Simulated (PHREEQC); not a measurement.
PHREEQC input (ion-association model, phreeqc.dat):

```
SOLUTION_MASTER_SPECIES
  Amm  AmmH+  0  AmmH  17.031  # ammonia with no redox link, constants of NH4+
SOLUTION_SPECIES
  AmmH+ = AmmH+
    -log_k 0
    -gamma 2.5 0
    -dw 1.98e-9
  AmmH+ = Amm + H+
    -log_k -9.252
    -delta_h 12.48 kcal
    -analytic 0.6322 -0.001225 -2835.76
    -dw 2.28e-9
  AmmH+ + SO4-2 = AmmHSO4-
    -log_k 1.11
PHASES
  Amm(g)
    Amm = Amm
    -log_k 1.7966
    -analytic -18.758 3.3670e-4 2.5113e3 4.8619 39.192
    -T_c 405.6
    -P_c 111.3
    -Omega 0.25
EXCHANGE_SPECIES
  AmmH+ + X- = AmmHX
    -log_k 0.6
    -gamma 2.5 0
    -delta_h -2.4
SOLUTION 0
  temp 25
  units mmol/kgw
  pH 7 charge
  Cl 72.01
  Amm 72
  S(6) 1.4
  Na 2.8
  O(0) 1 O2(g) -0.68
SOLUTION 1-40
  temp 25
  units mmol/kgw
  pH 7 charge
  S(6) 26
  Amm 52
  Cl 19.01
  Na 19
  O(0) 1 O2(g) -0.68
END
EXCHANGE 1-40
  X 0.08
  -equilibrate 1
END
SELECTED_OUTPUT 1
  -reset false
  -pH true
  -pe true
  -ionic_strength true
  -water true
  -step true
  -totals Amm Cl Na S S(-2) S(6)
  -molalities AmmHX NaX
  -saturation_indices Halite
PRINT
  -reset false
TRANSPORT
  -cells 40
  -shifts 198
  -lengths 0.005
  -time_step 720
  -dispersivities 0.007
  -boundary_conditions flux flux
  -correct_disp true
  -punch_cells 40
  -punch_frequency 6
END
# ... the last block is repeated for the other 33 points of pore volumes
```

Selected output (columns that matter, 14 of 34 rows; pore volumes added in front):

```
pore volumes	pH	mu	Amm	Cl	Na	S	m_NaX	si_Halite
0	5.2172	0.086127	0.052	0.01901	0.019	0.026	0.007075	-5.2391
0.4625	5.2168	0.086104	0.052004	0.019111	0.019003	0.025953	0.0070749	-5.2367
0.7625	5.1855	0.083948	0.052642	0.02875	0.019057	0.021479	0.006958	-5.0534
1.2125	5.0464	0.077219	0.06047	0.06173	0.013593	0.0061716	0.0043321	-4.8523
1.5125	5.0002	0.075831	0.0669	0.069698	0.0077339	0.0024732	0.0022697	-5.0408
1.9625	4.9846	0.075484	0.071035	0.071843	0.0037526	0.0014776	0.0010511	-5.3407
2.2625	4.9831	0.07546	0.071729	0.071985	0.0030695	0.0014116	0.00085344	-5.4271
2.7125	4.9827	0.075455	0.071964	0.072009	0.0028355	0.0014006	0.00078644	-5.4614
3.0125	4.9827	0.075455	0.071991	0.07201	0.0028087	0.0014001	0.00077879	-5.4655
3.4625	4.9827	0.075455	0.071999	0.07201	0.002801	0.0014	0.0007766	-5.4667
3.7625	4.9827	0.075455	0.072	0.07201	0.0028002	0.0014	0.00077638	-5.4668
4.2125	4.9827	0.075455	0.072	0.07201	0.0028	0.0014	0.00077633	-5.4668
4.5125	4.9827	0.075455	0.072	0.07201	0.0028	0.0014	0.00077632	-5.4668
4.9625	4.9827	0.075455	0.072	0.07201	0.0028	0.0014	0.00077632	-5.4668
```
